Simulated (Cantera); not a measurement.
Charge: 1 mol TEOS, 2.3 mol O2, 1.1 mol N2, held at 725 °C and 6.00e-5 bar.

These are equilibrium values from Cantera (NASA tables, ideal gas, pure condensed phases), not measurements of a reactor. Candidate condensed phases: C, C6H6, C7H8, C8H18, H2O, Si, SiC, SiO2, Si2N2O, Si3N4; 151 gas species. The feed counts by its element totals alone. Equilibrium is a limit: real reactors are often held back by kinetics, nucleation or transport.

Base state: H2 0.565, CO 0.373, N2 0.0621 (mole fractions); condensed: C(graphite) + SiO2(β-quartz).

Problem. What changes in the equilibrium state with this change: O2 from 2.3 to 0.35 mol?

Solution. 
| species | before | after |
|---|---|---|
| H2 | 0.565 | 0.725 |
| CO | 0.373 | 0.196 |
| N2 | 0.0621 | 0.0797 |
| C(graphite), mol | 1.40 | 5.30 |
| SiO2(β-quartz), mol | 1.00 | 1.00 |
